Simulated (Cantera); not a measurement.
Feed: 1 mol SF6, 0.055 mol H2, at 625 °C and 20.0 Pa.

Equilibrium computed with Cantera from the NASA thermochemical tables; the gas is ideal and each condensed phase is pure. Candidate condensed phases: S; 24 gas species. The tables' values for SF3 are old estimates; treat these amounts as uncertain. Kinetics and transport are ignored.

Base state: SF6 0.851, HF 0.0991, SF4 0.0495, SF3 1.83e-5, F 1.14e-5 (mole fractions); condensed: gas only.

Q: What changes in the equilibrium state with this change: SF6 replaced by CO2?

A: 
```csv
species,before,after
CO2,0,0.901
H2O,0,0.0465
CO,0,0.0465
SF6,0.851,0
HF,0.0991,0
SF4,0.0495,0
H2,<1e-9,0.00559
SF3,1.83e-5,0
F,1.14e-5,0
```
Further candidate phases: C, C6H6, C7H8, C8H18, H2O.
